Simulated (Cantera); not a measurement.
# Gas activation for diamond growth

An isothermal, constant-pressure homogeneous reactor starts with 0.306 % CH4, 92.7 % H2, 6.96 % H2O, at 2525 K and 4100 Pa.

Detailed kinetics in Cantera: GRI-Mech 3.0 (53 species, 325 reactions). Radical loss at walls, strong at low pressure, is not modelled.

```tsv
t (s)	x CH4	x H2	x C2H6	x C2H4	x CH3
7.00e-5	0.00297	0.926	1.11e-9	3.66e-8	8.90e-5
0.000228	0.00283	0.924	5.80e-9	2.98e-7	0.000218
0.000743	0.00242	0.917	2.17e-8	1.51e-6	0.000526
0.00242	0.00108	0.904	1.22e-8	1.43e-6	0.000552
0.00788	7.05e-5	0.893	7.79e-11	2.69e-8	5.45e-5
0.0257	1.31e-9	0.875	<1e-12	<1e-12	1.55e-9
0.0837	<1e-12	0.835	<1e-12	<1e-12	<1e-12
0.273	<1e-12	0.811	<1e-12	<1e-12	<1e-12
0.888	<1e-12	0.810	<1e-12	<1e-12	<1e-12
2.89	<1e-12	0.810	<1e-12	<1e-12	<1e-12
9.42	<1e-12	0.810	<1e-12	<1e-12	<1e-12
30.7	<1e-12	0.810	<1e-12	<1e-12	<1e-12
100	<1e-12	0.810	<1e-12	<1e-12	<1e-12
```
x: mole fraction; the columns are a selection and need not sum to one.

Equilibrium at this temperature and pressure: CH4 <1e-12, H2 0.810, C2H6 <1e-12, C2H4 <1e-12, CH3 <1e-12 (gas phase only).
